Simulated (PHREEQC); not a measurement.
**Polishing slurry liquid (model solution)**

Make-up at 25 °C: 1.2 mol KOH, 0.00037 mol KNO3 and 0.00039 mol CuSO4 per kg of water. Closed to the air; pH follows from the charge balance.

The numbers come from PHREEQC with the ion-association model, wateq4f.dat.

No solid was allowed to form.

### Question
Estimate the pH, activity of water.

### Answer
pH 13.85; activity of water 0.959.

### Question
In which forms is Cu present?

### Answer
Cu(OH)4-2 95 %, Cu(OH)3- 4.0 %, Cu(OH)2 0.6 % of the Cu.

Saturation is exceeded, for instance for Tenorite (slow to form); the values hold only as long as no solid forms. Ionic strength above about 0.7 mol/kgw puts this run outside the model's range.
